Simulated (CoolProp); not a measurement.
Saturation properties of CHF3 (R23).

Model: reference Helmholtz-energy equation of state, Penoncello 2003, in CoolProp.

```tsv
T (K)	p (MPa)	vapour density (kg/m³)	enthalpy of vaporisation (kJ/kg)	surface tension (mN/m)	liquid conductivity (mW/(m K))
188.2	0.08526	3.967	241.7	17.4	138
194	0.1193	5.434	237.0	16.3	132
199.9	0.1640	7.333	232.0	15.2	128
205.8	0.2209	9.719	226.8	14.1	123
211.7	0.2920	12.68	221.3	13.0	119
217.5	0.3779	16.24	215.7	11.9	115
223.4	0.4838	20.63	209.7	10.9	111
229.3	0.6109	___	___	9.83	107
235.1	0.7590	32.20	196.7	8.81	103
241	0.9359	39.82	189.5	7.79	99.4
246.9	1.142	48.93	181.8	6.80	95.7
252.7	1.376	59.64	173.6	5.85	92.1
258.6	1.649	72.73	164.5	4.90	___
264.5	___	88.58	154.5	4.00	84.5
270.3	2.308	107.7	143.5	3.14	80.6
```

Task: What belongs in the gaps?

Result: 
- 229.3, vapour density (kg/m³): 25.94
- 229.3, enthalpy of vaporisation (kJ/kg): 203.4
- 258.6, liquid conductivity (mW/(m K)): 88.3
- 264.5, p (MPa): 1.960

It boils at 191.1 K under 1 atm.

Thermal conductivity comes from a separate model (Shan 2000). Surface tension comes from a separate correlation (Mulero 2012).
